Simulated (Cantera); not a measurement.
**Silicon nitride deposition: SiH4 + NH3 + N2**

Charge: 1 mol SiH4, 0.11 mol NH3, 15 mol N2, at 10.0 mbar.

Method: chemical equilibrium by Gibbs-energy minimisation in Cantera with the NASA 1993 tables (ideal gas, pure condensed phases). Candidate condensed phases: Si, Si3N4; 18 gas species. The tables' values for SiN are old estimates; treat these amounts as uncertain. Gases not in the tables: Si2H6 and higher silanes. Rates play no part.

| T (K) | x N2 | x H2 | x Si | x H | n Si3N4(s) | n Si(l) |
|---|---|---|---|---|---|---|
| 1400 | 0.869 | 0.131 | 6.24e-10 | 1.76e-5 | 0.333 | 0 |
| 1475 | 0.869 | 0.131 | 1.28e-8 | 4.69e-5 | 0.333 | 0 |
| 1550 | 0.869 | 0.131 | 1.94e-7 | 0.000114 | 0.333 | 0 |
| 1625 | 0.869 | 0.131 | 2.29e-6 | 0.000255 | 0.333 | 0 |
| 1700 | 0.869 | 0.130 | 2.16e-5 | 0.000532 | 0.333 | 0 |
| 1775 | 0.869 | 0.130 | 0.000168 | 0.00104 | 0.332 | 0 |
| 1850 | 0.873 | 0.125 | 0.000645 | 0.00190 | 0 | 0.987 |
| 1925 | 0.871 | 0.124 | 0.00174 | 0.00336 | 0 | 0.965 |
| 2000 | 0.868 | 0.122 | 0.00435 | 0.00568 | 0 | 0.914 |
| 2075 | 0.861 | 0.119 | 0.0102 | 0.00919 | 0 | 0.800 |
x: gas mole fraction; n: condensed amount in mol.

From 1400 K to 1775 K the condensed part is Si3N4(s). From 1850 K to 2075 K the condensed part is Si(l).
